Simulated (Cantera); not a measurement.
## Silicon carbide growth: CH3SiCl3 + C3H8 + H2 + HCl

Charge: 1 mol CH3SiCl3, 0.052 mol C3H8, 3.6 mol H2, 0.024 mol HCl, equilibrated at 0.240 bar.

Equilibrium computed with Cantera from the NASA thermochemical tables; the gas is ideal and each condensed phase is pure. Candidate condensed phases: C, C6H6, C7H8, C8H18, Si, SiC; 109 gas species. The feed counts by its element totals alone. The tables' values for SiCl3, SiCl are old estimates; treat these amounts as uncertain. Gases not in the tables: Si2H6 and higher silanes. Rates play no part.

From 1223 K to 2273 K the condensed part is C(graphite) + SiC(s). The main Si-bearing gas is SiCl4 at 1223 K and SiCl2 at 2273 K. The share of Si in condensed phases is highest at 1523 K (88.0 %) and lowest at 1223 K (65.9 %).

```
T (K)   x H2  x HCl   x SiCl4   x SiCl2       x H  n C(graphite)  n SiC(s)
-----  -----  -----  --------  --------  --------  -------------  --------
1223   0.684  0.262    0.0466  0.000474   5.07e-7          0.487     0.659
1373   0.620  0.352    0.0201   0.00243   5.35e-6          0.340     0.813
1523   0.588  0.394   0.00605   0.00689   3.62e-5          0.275     0.880
1673   0.581  0.400   0.00156    0.0133  0.000177          0.280     0.874
1823   0.583  0.391  0.000427    0.0210  0.000675          0.318     0.836
1973   0.589  0.376  0.000131    0.0295   0.00211          0.366     0.784
2123   0.593  0.358   4.45e-5    0.0380   0.00564          0.415     0.728
2273   0.594  0.337   1.65e-5    0.0459    0.0132          0.457     0.667
```
x: gas mole fraction; n: condensed amount in mol.
